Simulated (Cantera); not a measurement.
An adiabatic, constant-volume homogeneous reactor starts with 10.4 % H2, 7.44 % O2, 81.9 % N2, 0.188 % NO, at 1425 K and 1.00 atm.

Cantera simulation using GRI-Mech 3.0 (53 species, 325 reactions); the numbers are that mechanism's predictions, not measurements.

Task: Predict: time of steepest temperature rise; temperature at 1.00 s; equilibrium temperature; x(H2) at 1.00 s; x(O2) at 1.00 s; x(NO) at 1.00 s; x(N2) at 1.00 s; x(N2O) at 1.00 s; x(H2O2) at 1.00 s.

Result: 
```json
{
  "time_of_steepest_temperature_rise": "37.7 µs",
  "temperature at 1.00 s": "2300 K",
  "equilibrium_temperature": "2300 K",
  "x(H2) at 1.00 s": "0.00123 (gas-phase equilibrium 0.00123)",
  "x(O2) at 1.00 s": "0.0213 (gas-phase equilibrium 0.0213)",
  "x(NO) at 1.00 s": "0.00524 (gas-phase equilibrium 0.00524)",
  "x(N2) at 1.00 s": "0.861 (gas-phase equilibrium 0.861)",
  "x(N2O) at 1.00 s": "3.79e-7 (gas-phase equilibrium 3.79e-7)",
  "x(H2O2) at 1.00 s": "8.57e-8 (gas-phase equilibrium 8.57e-8)"
}
```
